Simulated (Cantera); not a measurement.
Cantera run, input and output.

```python
import numpy as np
import cantera as ct

gas = ct.Solution("gri30.yaml")
gas.TPX = 1625, 16000, {'CH4': 1, 'H2O': 1.8}
reactor = ct.IdealGasConstPressureReactor(gas, energy="off", clone=False)
net = ct.ReactorNet([reactor])
net.rtol, net.atol = 1e-08, 1e-18
show = ['CH4', 'H2O', 'CO2', 'H', 'CH2', 'C2H', 'OH']
times = np.geomspace(3e-05, 1, 11)

steps = ct.SolutionArray(gas, extra=["t"])
rows = []
print(f"{'t/s':>10s}{'T/K':>9s}{'P/Pa':>11s}" + "".join(f"{s:>11s}" for s in show))
for t in times:
    while net.time < t:
        t_next = net.step()
        steps.append(gas.state, t=t_next)
    rows.append([np.interp(t, steps.t, y) for y in (steps.T, steps.P, *steps(*show).X.T)])
    print(f"{t:10.3e}{rows[-1][0]:9.1f}{rows[-1][1]:11.4g}" + "".join(f"{x:11.3e}" for x in rows[-1][2:]))
rate = np.gradient(steps.T, steps.t)
print("integrator steps:", len(steps.t))
if steps.T.max() > steps.T[0] + 200:
    print(f"time of steepest temperature rise: {steps.t[rate.argmax()]:.4e} s")
gas.TPX = 1625, 16000, {'CH4': 1, 'H2O': 1.8}
gas.equilibrate("TP")
print(f"equilibrium (TP): T = {gas.T:.1f} K  " + "  ".join(f"{s} {gas[s].X[0]:.3e}" for s in show))
```

It prints:

```
       t/s      T/K       P/Pa        CH4        H2O        CO2          H        CH2        C2H         OH
 3.000e-05   1625.0    1.6e+04  3.571e-01  6.428e-01  7.908e-20  4.444e-07  2.881e-10  1.583e-19  1.989e-07
 8.500e-05   1625.0    1.6e+04  3.570e-01  6.428e-01  5.163e-17  4.556e-07  2.143e-09  2.907e-17  5.061e-07
 2.408e-04   1625.0    1.6e+04  3.567e-01  6.427e-01  4.629e-14  5.386e-07  1.494e-08  5.450e-15  1.312e-06
 6.823e-04   1625.0    1.6e+04  3.557e-01  6.425e-01  3.248e-11  9.737e-07  7.303e-08  8.093e-13  2.926e-06
 1.933e-03   1625.0    1.6e+04  3.513e-01  6.415e-01  9.538e-09  2.800e-06  2.305e-07  7.088e-11  5.311e-06
 5.477e-03   1625.0    1.6e+04  3.297e-01  6.343e-01  8.101e-07  1.008e-05  4.102e-07  2.811e-09  7.266e-06
 1.552e-02   1625.0    1.6e+04  2.729e-01  6.069e-01  1.456e-05  2.506e-05  3.284e-07  2.208e-08  6.555e-06
 4.397e-02   1625.0    1.6e+04  1.915e-01  5.625e-01  1.298e-04  4.579e-05  2.445e-07  5.255e-08  5.742e-06
 1.246e-01   1625.0    1.6e+04  1.068e-01  5.116e-01  9.715e-04  7.238e-05  1.837e-07  8.250e-08  5.389e-06
 3.529e-01   1625.0    1.6e+04  4.935e-02  4.530e-01  5.186e-03  1.035e-04  1.314e-07  1.012e-07  5.233e-06
 1.000e+00   1625.0    1.6e+04  2.909e-02  3.745e-01  1.339e-02  1.228e-04  7.997e-08  8.093e-08  4.280e-06
integrator steps: 1188
equilibrium (TP): T = 1625.0 K  CH4 9.193e-09  H2O 1.519e-01  CO2 1.479e-02  H 1.421e-04  CH2 8.818e-15  C2H 1.798e-19  OH 1.419e-06
```

Model: GRI-Mech 3.0 (53 species, 325 reactions), integrated in Cantera.
